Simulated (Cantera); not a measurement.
Input: 1 mol V₂O₃, 4.5 mol H₂, 22 mol N₂, at 1748 K and 76.0 Pa.

These are equilibrium values from Cantera (NASA tables, ideal gas, pure condensed phases), not measurements of a reactor. Candidate condensed phases: H₂O, V, VN, VO, V₂O₃, V₂O₄, V₂O₅; 28 gas species. Mutual solubility and eutectic melting of coexisting phases are not modelled. VO: taken at fixed stoichiometry. Condensed phases not in the tables: the oxides between V₂O₃ and V₂O₅ other than VO₂. Kinetics and transport are ignored.

Base state: N₂ 0.829, H₂ 0.166, H 0.00337, H₂O 0.00197, VO₂ 0.000197, VO 2.84e-5 (mole fractions); condensed: VO(s) + V₂O₃(s).

Q: What changes in the equilibrium state with this change: H₂ from 4.5 to 0.86 mol?

A: 
| species | before | after |
|---|---|---|
| N₂ | 0.829 | 0.961 |
| H₂ | 0.166 | 0.0364 |
| H | 0.00337 | 0.00158 |
| VO₂ | 0.000197 | 0.000197 |
| H₂O | 0.00197 | 0.000433 |
| VO | 2.84e-5 | 2.84e-5 |
| VO(s), mol | 0.109 | 0.0237 |
| V₂O₃(s), mol | 0.942 | 0.986 |

Q: What changes in the equilibrium state with this change: temperature from 1748 K to 1198.15 K?

A: 
```
species         before     after
------------  --------  --------
N₂               0.829     0.830
H₂               0.166     0.170
H₂O            0.00197  0.000136
H              0.00337   2.85e-6
VO₂           0.000197     <1e-9
VO             2.84e-5     <1e-9
VO(s), mol       0.109         0
V₂O₃(s), mol     0.942     0.999
VN(s), mol           0   0.00241
```
VN: taken at fixed stoichiometry. Condensed phases not in the tables: the oxides between V₂O₃ and V₂O₅ other than VO₂, V₂N.
